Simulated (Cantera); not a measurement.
Charge: 1 mol B, 9.4 mol N₂, 0.34 mol H₂O, at 948.15 K and 39000 Pa.

Method: chemical equilibrium by Gibbs-energy minimisation in Cantera with the NASA 1993 tables (ideal gas, pure condensed phases). N₂ is the only nitrogen source here; it is nearly inert below about 1500 K, so the nitride shown seldom forms there in practice. Gases not in the tables: H₃BO₃. The numbers say what is thermodynamically allowed, not how fast it happens.

| species | before | after |
|---|---|---|
| N₂ | 0.964 | 0.942 |
| H₂ | 0.0361 | 0.0291 |
| HBO | <1e-9 | 0.00978 |
| BO | <1e-9 | 0.00890 |
| B₂O₂ | <1e-9 | 0.00623 |
| H | <1e-9 | 0.00232 |
| B₂O₃ | <1e-9 | 0.00119 |
| B₂O | <1e-9 | 2.60e-5 |
| HBO₂ | 2.13e-7 | 0.000297 |
| H₂O | 0.000257 | 1.14e-5 |
| BN(s), mol | 0.775 | 0.674 |
| B₂O₃(l), mol | 0.113 | 0 |
Gas species are given as mole fractions.

Q: Which change was made?
(A) H₂O from 0.34 to 2.4 mol
(B) B replaced by borazine
(C) temperature from 948.15 K to 2275 K
(D) H₂O from 0.34 to 0.07 mol

A: C, temperature from 948.15 K to 2275 K
